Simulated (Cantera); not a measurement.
What does this Cantera script print?

```python
import numpy as np
import cantera as ct

surf = ct.Interface("diamond.yaml", "diamond_100")
gas, bulk = surf.adjacent["gas"], surf.adjacent["diamond"]
k = surf.kinetics_species_index(bulk.species_names[0])
cover = ["c6HH", "c6H*", "c6*H", "c6**", "c6HM", "c6B"]

rows, drift = [], 0.0
print(f"{'xCH3':>10s}{'um/h':>11s}" + "".join(f"{s:>11s}" for s in cover))
for v in [1e-06, 2.4e-06, 5.7e-06, 1.3e-05, 3.2e-05, 7.7e-05, 0.00018, 0.00043, 0.001]:
    T, P, xH, xCH3 = 1423, 1900, 0.017, v
    gas.TPX = T, P, {"H": xH, "CH3": xCH3, "CH4": 0.0031, "H2": 1 - xH - xCH3 - 0.0031}
    surf.TP = bulk.TP = T, P
    surf.coverages = "c6H*:0.1, c6HH:0.9"
    surf.advance_coverages(100.0)
    before = surf.coverages
    surf.advance_coverages(100.0)
    drift = max(drift, np.max(np.abs(surf.coverages - before) / (surf.coverages + 1e-9)))
    rate = surf.net_production_rates[k] * bulk.mean_molecular_weight / bulk.density * 3.6e9
    rows.append([rate, *surf[cover].coverages])
    print(f"{v:10.4g}{rate:11.4e}" + "".join(f"{x:11.3e}" for x in rows[-1][1:]))
```

Result:

```
      xCH3       um/h       c6HH       c6H*       c6*H       c6**       c6HM        c6B
     1e-06 4.2884e-03  3.187e-01  6.213e-02  5.499e-01  6.923e-02  9.381e-08  1.164e-11
   2.4e-06 1.0292e-02  3.187e-01  6.213e-02  5.499e-01  6.923e-02  2.251e-07  2.793e-11
   5.7e-06 2.4443e-02  3.187e-01  6.213e-02  5.499e-01  6.922e-02  5.347e-07  6.633e-11
   1.3e-05 5.5742e-02  3.187e-01  6.213e-02  5.499e-01  6.922e-02  1.219e-06  1.513e-10
   3.2e-05 1.3719e-01  3.187e-01  6.213e-02  5.499e-01  6.921e-02  3.002e-06  3.723e-10
   7.7e-05 3.2995e-01  3.187e-01  6.213e-02  5.499e-01  6.917e-02  7.221e-06  8.953e-10
   0.00018 7.7049e-01  3.187e-01  6.212e-02  5.498e-01  6.910e-02  1.687e-05  2.091e-09
   0.00043 1.8359e+00  3.187e-01  6.211e-02  5.497e-01  6.891e-02  4.026e-05  4.982e-09
     0.001 4.2446e+00  3.187e-01  6.209e-02  5.495e-01  6.849e-02  9.341e-05  1.152e-08
```

Computed with Cantera and the Harris–Goodwin 1993 mechanism for the reconstructed diamond (100) surface.
